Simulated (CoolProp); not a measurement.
Properties of the fluoroketone C6F12O (FK-5-1-12) at several states.

Model: reference Helmholtz-energy equation of state, McLinden 2015, in CoolProp.

```json
[
 {"T (°C)": "-37.85", "p (bar)": "1.06", "phase": "liquid", "cv (kJ/(kg K))": "?", "isothermal compressibility (1/MPa)": "0.001399"},
 {"T (°C)": "182.75", "p (bar)": "3.79", "phase": "gas", "cv (kJ/(kg K))": "?", "isothermal compressibility (1/MPa)": "2.830"},
 {"T (°C)": "-61.65", "p (bar)": "2.17", "phase": "liquid", "cv (kJ/(kg K))": "0.8851", "isothermal compressibility (1/MPa)": "?"},
 {"T (°C)": "29.45", "p (bar)": "16.4", "phase": "liquid", "cv (kJ/(kg K))": "?", "isothermal compressibility (1/MPa)": "?"},
 {"T (°C)": "2.85", "p (bar)": "25.4", "phase": "liquid", "cv (kJ/(kg K))": "?", "isothermal compressibility (1/MPa)": "0.002117"}
]
```

Question: Complete the blanks.

Answer: 
- -37.85, cv (kJ/(kg K)): 0.8751
- 182.75, cv (kJ/(kg K)): 0.9981
- -61.65, isothermal compressibility (1/MPa): 0.001091
- 29.45, cv (kJ/(kg K)): 0.8884
- 29.45, isothermal compressibility (1/MPa): 0.003064
- 2.85, cv (kJ/(kg K)): 0.8773
